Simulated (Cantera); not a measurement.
Charge: 1 mol SiC, 0.066 mol H2O, 5.6 mol H2, 0.024 mol O2, equilibrated at 1877 °C and 10.0 mbar.

Cantera equilibrium calculation (NASA polynomials, part measured and part estimated; ideal gas, pure solids and liquids). Candidate condensed phases: C, C6H6, C7H8, C8H18, H2O, Si, SiC, SiO2; 123 gas species. Gases not in the tables: Si2H6 and higher silanes. Equilibrium is a limit: real reactors are often held back by kinetics, nucleation or transport.

Base state: H2 0.929, H 0.0407, CO 0.0149, Si 0.00969, SiO 0.00423, Si2C 0.000477, SiH 0.000457, SiH2 9.41e-5 (mole fractions); condensed: SiC(s).

**Question.** What changes in the equilibrium state with this change: O2 from 0.024 to 0.044 mol?

**Answer.** 
```json
[
 {"species": "H2", "before": "0.929", "after": "0.922"},
 {"species": "H", "before": "0.0407", "after": "0.0405"},
 {"species": "CO", "before": "0.0149", "after": "0.0188"},
 {"species": "SiO", "before": "0.00423", "after": "0.00677"},
 {"species": "Si", "before": "0.00969", "after": "0.0109"},
 {"species": "C2H2 (acetylene)", "before": "8.14e-5", "after": "6.38e-5"},
 {"species": "Si2", "before": "6.06e-5", "after": "7.66e-5"},
 {"species": "SiC2", "before": "3.47e-5", "after": "3.08e-5"},
 {"species": "SiC(s), mol", "before": "0.907", "after": "0.882"}
]
```
